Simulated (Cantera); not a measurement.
A perfectly stirred reactor is fed with CH4 : CO2 = 1 : 0.53 (molar parts), at 0.240 bar; it is held at 1673 K, and followed from long to short residence time.

Detailed kinetics in Cantera: GRI-Mech 3.0 (53 species, 325 reactions). GRI-Mech 3.0 stops at C3 and has no aromatics, soot or wall deposition, so with more carbon than oxygen in the feed, carbon stays in small species such as C2H2 where larger ones or solid carbon would form.

Task: What does this change do: temperature 1673 to 1975 K?

Result: 
| quantity | before | after |
|---|---|---|
| x(CH4) at τ = 0.810 s | 0.0649 | 0.00647 |
| x(CO2) at τ = 0.810 s | 0.0357 | 0.00207 |
| x(O2) at τ = 0.810 s | 1.59e-11 | 5.59e-11 |
| x(C2H) at τ = 0.810 s | 2.07e-7 | 5.12e-6 |
| x(C2H4) at τ = 0.810 s | 0.00116 | 9.94e-5 |
| x(CH4) at τ = 66.0 ms | 0.238 | 0.0217 |
| x(CO2) at τ = 66.0 ms | 0.169 | 0.0139 |
| x(O2) at τ = 66.0 ms | 1.49e-11 | 1.36e-9 |
| x(C2H) at τ = 66.0 ms | 1.49e-7 | 6.91e-6 |
| x(C2H4) at τ = 66.0 ms | 0.00417 | 0.000263 |

Task: What does this change do: temperature 1673 to 2048 K?

Result: 
```
quantity                  before     after
----------------------  --------  --------
x(CH4) at τ = 0.810 s     0.0649   0.00390
x(CO2) at τ = 0.810 s     0.0357  0.000954
x(O2) at τ = 0.810 s    1.59e-11  3.92e-11
x(C2H) at τ = 0.810 s    2.07e-7   1.01e-5
x(C2H4) at τ = 0.810 s   0.00116   6.29e-5
x(CH4) at τ = 66.0 ms      0.238    0.0138
x(CO2) at τ = 66.0 ms      0.169   0.00804
x(O2) at τ = 66.0 ms    1.49e-11   1.68e-9
x(C2H) at τ = 66.0 ms    1.49e-7   1.21e-5
x(C2H4) at τ = 66.0 ms   0.00417  0.000152
```
